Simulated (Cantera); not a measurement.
Charge: 1 mol Fe(CO)₅, 6.9 mol H₂, equilibrated at 1450 K and 0.510 bar.

Cantera equilibrium calculation (NASA polynomials, part measured and part estimated; ideal gas, pure solids and liquids). Candidate condensed phases: C, C₆H₆, C₇H₈, C₈H₁₈, Fe, Fe(CO)₅, FeO, Fe(OH)₂, Fe(OH)₃, Fe₂O₃, Fe₃O₄, H₂O; 114 gas species. Rates play no part.

Base state: H₂ 0.579, CO 0.420, CH₄ 0.000475, H₂O 0.000368, CO₂ 0.000112, H 1.01e-5 (mole fractions); condensed: Fe(γ).

Problem. What changes in the equilibrium state with this change: temperature from 1450 K to 1100 K?

Solution. 
```tsv
species	before	after
H₂	0.579	0.571
CO	0.420	0.405
H₂O	0.000368	0.0106
H	1.01e-5	2.74e-8
CO₂	0.000112	0.00738
CH₄	0.000475	0.00597
Fe(γ), mol	1.000	0
C(graphite), mol	0	0.139
Fe(α), mol	0	1.00
```
Condensed phases not in the tables: cementite and carbon dissolved in iron.
